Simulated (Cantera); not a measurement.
Charge: 1 mol MgSO4, 0.075 mol H2, 0.28 mol H2O, equilibrated at 1925 °C and 0.00120 bar.

Cantera equilibrium calculation (NASA polynomials, part measured and part estimated; ideal gas, pure solids and liquids). Equilibrium is a limit: real reactors are often held back by kinetics, nucleation or transport.

```tsv
species	before	after
H2O	0.147	0.826
SO2	0.488	0.174
H2	0.00984	1.12e-6
O2	0.235	<1e-9
O	0.0374	<1e-9
OH	0.0331	<1e-9
SO	0.0221	<1e-9
H	0.0159	<1e-9
Mg	0.0111	<1e-9
MgO	0.000592	<1e-9
S	0.000294	<1e-9
MgOH	0.000263	<1e-9
Mg(OH)2	2.43e-5	<1e-9
SH	1.04e-5	<1e-9
SO3	2.78e-5	4.92e-8
MgO(s), mol	0.977	0.0750
MgSO4(s), mol	0	0.925
```
Gas species are given as mole fractions.

Q: What was changed between the two runs?
A) H2O from 0.28 to 0.075 mol
B) pressure from 0.00120 bar to 0.0180 bar
C) temperature from 1925 °C to 475 °C
D) temperature from 1925 °C to 1677 °C

A: C, temperature from 1925 °C to 475 °C
